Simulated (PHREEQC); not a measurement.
A solution holds 1.4 mmol/kgw NaAlO2, at 34 °C. It is in equilibrium with CO2 at log p = -2 (atm). Otherwise closed; pH follows from the charge balance.

Model: ion-association model, phreeqc.dat, run in PHREEQC.

Precipitation was switched off in this run.

Problem. Order these Al species by the share of Al that they hold, largest first: Al(OH)4-, Al(OH)3, AlOH+2, Al(OH)2+.

Solution. Al(OH)4- (78 %), Al(OH)2+ (11 %), Al(OH)3 (10 %), AlOH+2 (0.23 %)

The pH is 6.53 and the ionic strength 0.00157 mol/kgw. Examples of supersaturated solids here: Al(OH)3(a), Gibbsite (slow to form). Others may be too.
